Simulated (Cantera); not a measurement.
A closed system holds: 1 mol Si, 3.6 mol HCl, 9.2 mol H₂, equilibrated at 1302 °C and 3.90 bar.

These are equilibrium values from Cantera (NASA tables, ideal gas, pure condensed phases), not measurements of a reactor. Candidate condensed phases: Si; 19 gas species. The tables' values for SiCl₃ are old estimates; treat these amounts as uncertain. Equilibrium is a limit: real reactors are often held back by kinetics, nucleation or transport.

Base state: H₂ 0.830, HCl 0.0957, SiCl₂ 0.0374, SiCl₃ 0.0122, SiHCl₃ 0.0121, SiCl₄ 0.0104, SiH₂Cl₂ 0.00231, SiH₃Cl 0.000131 (mole fractions); condensed: Si(s).

Q: What changes in the equilibrium state with this change: HCl from 3.6 to 1.1 mol?

A: 
| species | before | after |
|---|---|---|
| H₂ | 0.830 | 0.920 |
| HCl | 0.0957 | 0.0593 |
| SiCl₂ | 0.0374 | 0.0130 |
| SiCl₄ | 0.0104 | 0.00126 |
| SiCl₃ | 0.0122 | 0.00249 |
| SiHCl₃ | 0.0121 | 0.00260 |
| SiH₂Cl₂ | 0.00231 | 0.000887 |
| SiH₃Cl | 0.000131 | 9.02e-5 |
| Si(s), mol | 0.0736 | 0.792 |

Q: What changes in the equilibrium state with this change: HCl from 3.6 to 5.9 mol?

A: 
```json
[
 {"species": "H₂", "before": "0.830", "after": "0.735"},
 {"species": "HCl", "before": "0.0957", "after": "0.196"},
 {"species": "SiCl₄", "before": "0.0104", "after": "0.0243"},
 {"species": "SiCl₂", "before": "0.0374", "after": "0.0185"},
 {"species": "SiCl₃", "before": "0.0122", "after": "0.0131"},
 {"species": "SiHCl₃", "before": "0.0121", "after": "0.0122"},
 {"species": "SiH₃Cl", "before": "0.000131", "after": "2.48e-5"},
 {"species": "SiH₂Cl₂", "before": "0.00231", "after": "0.00101"},
 {"species": "H", "before": "1.92e-5", "after": "1.80e-5"},
 {"species": "Si(s), mol", "before": "0.0736", "after": "0"}
]
```
